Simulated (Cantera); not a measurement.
Cantera run:

```python
import numpy as np
import cantera as ct

gas_names = """
    CL CL2 H HCL H2 Si SiCL SiCL2 SiCL3 SiCL4 SiH SiHCL3 SiH2 SiH2CL2 SiH3 SiH3CL SiH4 Si2 Si3
""".split()
cond_names = """
    Si(cr) Si(L)
""".split()


def load(file, names, dense=False):
    # The tables refer to 1 bar. Condensed volumes are neglected.
    table = {s.name: s for s in ct.Species.list_from_file(file)}
    out = []
    for n in names:
        d = dict(table[n].input_data)
        d["thermo"] = dict(d["thermo"], **{"reference-pressure": 1e5})
        if dense:
            d["equation-of-state"] = {"model": "constant-volume", "density": "1e6 g/cm^3"}
        out.append(ct.Species.from_dict(d))
    return out


gas = ct.Solution(thermo="ideal-gas", species=load("nasa_gas.yaml", gas_names))
cond = {s.name: ct.Solution(thermo="fixed-stoichiometry", species=[s], name=s.name)
        for s in load("nasa_condensed.yaml", cond_names, dense=True)}
atoms = {
    'Si2Cl6': {'Si': 2, 'CL': 6},
    'H2': {'H': 2},
    'Cl2': {'CL': 2},
}
top_T = {}  # K; cautious upper limits of use, not melting points


def equilibrate(T, P, feed):
    n = {}
    for name, mol in feed.items():
        for a, k in atoms[name].items():
            n[a] = n.get(a, 0.0) + k * mol
    gas.TPX = T, P, n
    mass = sum(n.values()) * gas.mean_molecular_weight
    gas.equilibrate("TP")
    valid = [c for c in cond.values() if c.min_temp <= T <= top_T.get(c.name, c.max_temp)]
    mix = ct.Mixture([(gas, mass / gas.mean_molecular_weight)] + [(c, 0.0) for c in valid])
    mix.T, mix.P = T, P
    mix.equilibrate("TP", solver="vcs", rtol=1e-11, max_steps=5000)
    return mix


results = []
T = 1048.15  # K
P = 58000  # Pa
for m in [8.3, 18, 28, 39, 49, 59, 69, 79, 89, 99, 110]:
    feed = {'Si2Cl6': 1, 'H2': m, 'Cl2': 0.27}  # mol
    mix = equilibrate(T, P, feed)
    results.append((T, P, feed, dict(zip(mix.species_names, mix.species_moles))))

top = {s: max(r[3][s] / sum(r[3][g] for g in gas_names) for r in results) for s in gas_names}
cols = sorted((s for s in top if top[s] > 0.001), key=lambda s: -top[s])[:6]
seen = [c for c in cond_names if any(r[3].get(c, 0) > 1e-12 for r in results)]
print("log10 of partial pressures in bar; condensed amounts in mol")
print(f"{'n(H2)':>10s}" + "".join(f"{s[:9]:>10s}" for s in cols + seen))
for T, P, feed, n in results:
    ng = sum(n[g] for g in gas_names)
    print(f"{feed['H2']:10.4g}" + "".join(f"{np.log10(max(n[s] / ng * P / 1e5, 1e-99)):10.3f}" for s in cols)
          + "".join(f"{n.get(c, 0):10.4g}" for c in seen))
```

It prints:

```
log10 of partial pressures in bar; condensed amounts in mol
     n(H2)        H2     SiCL4    SiHCL3       HCL   SiH2CL2     SiCL3    Si(cr)
       8.3    -0.331    -1.160    -1.527    -1.954    -2.838    -2.865    0.2634
        18    -0.285    -1.499    -1.758    -2.016    -2.961    -3.119    0.2682
        28    -0.270    -1.708    -1.907    -2.060    -3.050    -3.275    0.2812
        39    -0.261    -1.870    -2.025    -2.097    -3.123    -3.397     0.298
        49    -0.257    -1.985    -2.109    -2.123    -3.177    -3.484     0.314
        59    -0.254    -2.081    -2.179    -2.146    -3.222    -3.555    0.3302
        69    -0.252    -2.164    -2.240    -2.165    -3.261    -3.617    0.3464
        79    -0.251    -2.236    -2.293    -2.183    -3.295    -3.671    0.3625
        89    -0.249    -2.300    -2.341    -2.198    -3.326    -3.720    0.3784
        99    -0.248    -2.359    -2.385    -2.212    -3.354    -3.764     0.394
       110    -0.247    -2.418    -2.428    -2.226    -3.383    -3.808     0.411
```

Cantera equilibrium calculation (NASA polynomials, part measured and part estimated; ideal gas, pure solids and liquids). The feed counts by its element totals alone. The tables' values for SiCl3 are old estimates; treat these amounts as uncertain.
